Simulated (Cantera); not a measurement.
Feed: 1 mol SiCl₄, 0.97 mol Cl₂, 6.5 mol H₂, held at 900 K and 101000 Pa.

Equilibrium computed with Cantera from the NASA thermochemical tables; the gas is ideal and each condensed phase is pure. Equilibrium is a limit: real reactors are often held back by kinetics, nucleation or transport.

```json
[
 {"species": "H₂", "before": "0.652", "after": "0.650"},
 {"species": "HCl", "before": "0.230", "after": "0.232"},
 {"species": "SiCl₄", "before": "0.117", "after": "0.115"},
 {"species": "SiCl₃", "before": "4.83e-6", "after": "8.14e-5"},
 {"species": "SiHCl₃", "before": "0.000943", "after": "0.00278"}
]
```
Gas species are given as mole fractions.

Problem. Which change was made?
A. Cl₂ from 0.97 to 1.4 mol
B. temperature from 900 K to 1398 K
C. Cl₂ from 0.97 to 2.9 mol
D. temperature from 900 K to 1025 K

Solution. D, temperature from 900 K to 1025 K. The tables' values for SiCl₃ are old estimates; treat these amounts as uncertain
